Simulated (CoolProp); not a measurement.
A Linde-Hampson liquefier for nitrogen: isothermal reversible compression at 290 K from 1 atm to 25 MPa, throttling to 1 atm, return gas leaving the recuperator 0 K below the feed. Each further row changes one setting.

Computed with CoolProp (reference Helmholtz-energy equation of state, Span 2000).

```csv
case,liquid yield per pass,compression work (kJ/kg of gas)
as stated,…,475
high pressure 50 MPa,0.099,…
warm-end temperature 320 K,…,528
warm-end gap 5 K,…,475
```

Complete the blanks.


- as stated, liquid yield per pass: 0.092
- high pressure 50 MPa, compression work (kJ/kg of gas): 547
- warm-end temperature 320 K, liquid yield per pass: 0.067
- warm-end gap 5 K, liquid yield per pass: 0.081
